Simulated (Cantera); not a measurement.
Input (Python, Cantera):

```python
import numpy as np
import cantera as ct

surf = ct.Interface("ptcombust.yaml", "Pt_surf")
gas = surf.adjacent["gas"]
gas.TPX = 750, 160000, {'CO': 0.016, 'O2': 0.017, 'N2': 0.79, 'H2O': 0.014}
surf.TP = 750, 160000
reactor = ct.FlowReactor(gas, clone=False)
reactor.area = 0.0001  # m2
reactor.surface_area_to_volume_ratio = 430  # 1/m
reactor.mass_flow_rate = 3.4 * reactor.area * gas.density  # inlet velocity 3.4 m/s
reactor.energy_enabled = False
wall = ct.ReactorSurface(surf, reactor, clone=False)
net = ct.ReactorNet([reactor])
net.rtol, net.atol = 1e-8, 1e-16
show, cover = ['CO', 'O2', 'H2O', 'CO2'], ['PT(S)', 'H(S)', 'O(S)', 'OH(S)', 'CO(S)', 'C(S)']

rows = []
print(f"{'z/m':>9s}{'u/(m/s)':>9s}" + "".join(f"{s:>13s}" for s in show + cover))
for z in [0.00049, 0.0011, 0.0023, 0.0049, 0.011, 0.023, 0.049]:
    net.advance(z)
    rows.append([reactor.speed, *gas[show].X, *surf[cover].coverages])
    print(f"{z:9.4g}{rows[-1][0]:9.3g}" + "".join(f"{x:13.4e}" for x in rows[-1][1:]))
```

It prints:

```
      z/m  u/(m/s)           CO           O2          H2O          CO2        PT(S)         H(S)         O(S)        OH(S)        CO(S)         C(S)
  0.00049      3.4   1.9048e-02   2.0277e-02   1.6727e-02   6.9031e-05   5.5691e-02   2.4227e-07   2.3031e-03   2.6252e-04   9.4173e-01   2.2297e-11
   0.0011      3.4   1.8962e-02   2.0235e-02   1.6728e-02   1.5516e-04   5.5817e-02   2.4278e-07   2.3090e-03   2.6315e-04   9.4160e-01   2.2287e-11
   0.0023      3.4   1.8794e-02   2.0151e-02   1.6729e-02   3.2523e-04   5.6067e-02   2.4381e-07   2.3208e-03   2.6443e-04   9.4134e-01   2.2267e-11
   0.0049      3.4   1.8426e-02   1.9969e-02   1.6732e-02   6.9668e-04   5.6625e-02   2.4608e-07   2.3473e-03   2.6728e-04   9.4075e-01   2.2221e-11
    0.011      3.4   1.7546e-02   1.9534e-02   1.6740e-02   1.5852e-03   5.8032e-02   2.5173e-07   2.4154e-03   2.7454e-04   9.3927e-01   2.2095e-11
    0.023     3.39   1.5734e-02   1.8638e-02   1.6755e-02   3.4141e-03   6.1296e-02   2.6449e-07   2.5807e-03   2.9178e-04   9.3582e-01   2.1764e-11
    0.049     3.39   1.1261e-02   1.6426e-02   1.6793e-02   7.9310e-03   7.2573e-02   3.0494e-07   3.2296e-03   3.5557e-04   9.2383e-01   2.0327e-11
```

Cantera simulation using Deutschmann's 1995 Pt surface mechanism with GRI-Mech 3.0 gas chemistry; the numbers are that mechanism's predictions, not measurements. Catalytic surfaces can have several steady states; this one follows from the mechanism file's or the stated starting coverage. Mass transfer to the wall is taken as infinitely fast.
